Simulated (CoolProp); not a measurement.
C3F8 (R218) at 293.15 K and 0.144 MPa flows at 1.8 m/s in a round tube of 12.7 mm bore and 45 µm roughness, fully developed (64/Re and Nu = 3.66 if laminar; Colebrook and Gnielinski if turbulent). Each further row changes one setting.

Model: reference Helmholtz-energy equation of state, Lemmon 2006, in CoolProp. It is a short technical equation, of lower accuracy than the large ones.

| case | Reynolds number | Darcy friction factor | pressure drop (Pa/m) | heat-transfer coefficient (W/(m² K)) | mass flow (kg/h) |
|---|---|---|---|---|---|
| as stated | 21700 | 0.0320 | 46.9 | 70.7 | 9.43 |
| velocity 3.6 m/s | 43400 | 0.0300 | 176 | 135 | 18.9 |
| diameter 25.4 mm | 43400 | 0.0264 | 19.3 | 59.0 | 37.7 |

Viscosity comes from a separate model (Huber 2003), an estimate that may be off by 10 % or more. Thermal conductivity comes from a separate model (Huber 2003), an estimate that may be off by 10 % or more.
